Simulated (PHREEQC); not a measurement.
# Copper plating or etch bath: speciation

A solution holds 0.0075 mol CuSO4 and 7.5e-05 mol FeCl3 per kg of water, at 25 °C. Closed to the air; pH follows from the charge balance.

All values are PHREEQC results (ion-association model, phreeqc.dat), not measurements.

Precipitation was switched off in this run.

Problem. Estimate the pH.

Solution. pH 4.09.

Problem. In which forms is Fe present?

Solution. Fe(OH)2+ 67 %, FeOH+2 25 %, FeSO4+ 7.0 %, Fe+3 0.5 % of the Fe.

Saturation is exceeded, for instance for Fe(OH)3(a), Hematite (slow to form); the values hold only as long as no solid forms.
